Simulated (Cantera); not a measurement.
**Equilibrium for carbothermic reduction: CuO + C + N₂**

Input: 1 mol CuO, 0.53 mol C, 5.8 mol N₂, held at 0.133 bar.

Equilibrium computed with Cantera from the NASA thermochemical tables; the gas is ideal and each condensed phase is pure. Candidate condensed phases: C, Cu, CuO, Cu₂O; 27 gas species. Kinetics and transport are ignored.

From 1302 °C to 1827 °C the condensed part is Cu(l). From 1902 °C to 2277 °C nothing is condensed. The main Cu-bearing gas is Cu throughout.

| T (°C) | x N₂ | x Cu | x CO₂ | x CO | x O₂ | x NO | x O | n Cu(l) |
|---|---|---|---|---|---|---|---|---|
| 1302 | 0.916 | 0.000205 | 0.0742 | 0.00948 | 9.37e-8 | 1.25e-6 | 8.98e-9 | 0.999 |
| 1377 | 0.916 | 0.000609 | 0.0742 | 0.00948 | 6.54e-7 | 4.53e-6 | 5.73e-8 | 0.996 |
| 1452 | 0.915 | 0.00164 | 0.0741 | 0.00949 | 3.83e-6 | 1.47e-5 | 3.11e-7 | 0.990 |
| 1527 | 0.912 | 0.00406 | 0.0739 | 0.00952 | 1.91e-5 | 4.27e-5 | 1.46e-6 | 0.974 |
| 1602 | 0.908 | 0.00933 | 0.0733 | 0.00967 | 8.09e-5 | 0.000112 | 5.92e-6 | 0.940 |
| 1677 | 0.897 | 0.0200 | 0.0719 | 0.0101 | 0.000280 | 0.000259 | 2.07e-5 | 0.869 |
| 1752 | 0.878 | 0.0406 | 0.0690 | 0.0112 | 0.000752 | 0.000518 | 6.07e-5 | 0.729 |
| 1827 | 0.842 | 0.0781 | 0.0640 | 0.0130 | 0.00156 | 0.000887 | 0.000150 | 0.455 |
| 1902 | 0.788 | 0.134 | 0.0568 | 0.0153 | 0.00264 | 0.00134 | 0.000324 | 0 |
| 1977 | 0.786 | 0.134 | 0.0528 | 0.0191 | 0.00406 | 0.00196 | 0.000644 | 0 |
| 2052 | 0.784 | 0.134 | 0.0480 | 0.0237 | 0.00569 | 0.00271 | 0.00118 | 0 |
| 2127 | 0.781 | 0.134 | 0.0427 | 0.0288 | 0.00740 | 0.00358 | 0.00204 | 0 |
| 2202 | 0.778 | 0.134 | 0.0369 | 0.0343 | 0.00903 | 0.00453 | 0.00333 | 0 |
| 2277 | 0.774 | 0.133 | 0.0311 | 0.0399 | 0.0104 | 0.00553 | 0.00516 | 0 |
x: gas mole fraction; n: condensed amount in mol.
